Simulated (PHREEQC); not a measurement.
Make-up at 20 °C: 2.2 mol/kgw NaCl and 0.48 mol/kgw BaCl2. Closed to the air; pH follows from the charge balance.

Equilibrium calculation in PHREEQC: Pitzer model, pitzer.dat.

No solid was allowed to form.

Problem. Estimate the activity of water.

Solution. activity of water 0.896.
